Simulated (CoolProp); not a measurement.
R115 along the isobar 0.472 MPa: Z from the reference equation and from simpler models built on Tc = 80.0 °C, pc = 3.129 MPa, ω = 0.248; each cubic takes its own stable root.

Model: reference Helmholtz-energy equation of state, Lemmon 2016, in CoolProp.

```json
[
 {"T (°C)": "61.15", "phase": "gas", "reference": "0.9379"},
 {"T (°C)": "81.85", "phase": "gas", "reference": "0.9497"},
 {"T (°C)": "102.55", "phase": "gas", "reference": "0.9587"},
 {"T (°C)": "123.25", "phase": "gas", "reference": "0.9658"},
 {"T (°C)": "144.05", "phase": "gas", "reference": "0.9716"},
 {"T (°C)": "164.75", "phase": "gas", "reference": "0.9762"},
 {"T (°C)": "185.45", "phase": "gas", "reference": "0.9800"},
 {"T (°C)": "206.15", "phase": "gas", "reference": "0.9832"},
 {"T (°C)": "226.85", "phase": "gas", "reference": "0.9859"}
]
```

Q: How far does each simpler model (Pitzer virial, van der Waals, Redlich-Kwong, Soave-Redlich-Kwong, Peng-Robinson) lie from the reference over these 9 states: mean and median of the absolute difference, and the worst?

A: 
- Pitzer virial: mean 0.1 %, median 0.1 %, worst -0.1 % at 61.15 °C and 0.472 MPa
- van der Waals: mean 0.4 %, median 0.4 %, worst +0.9 % at 61.15 °C and 0.472 MPa
- Redlich-Kwong: mean 0.3 %, median 0.3 %, worst -0.4 % at 206.15 °C and 0.472 MPa
- Soave-Redlich-Kwong: mean 0.1 %, median 0.1 %, worst -0.2 % at 61.15 °C and 0.472 MPa
- Peng-Robinson: mean 0.5 %, median 0.5 %, worst -0.9 % at 61.15 °C and 0.472 MPa
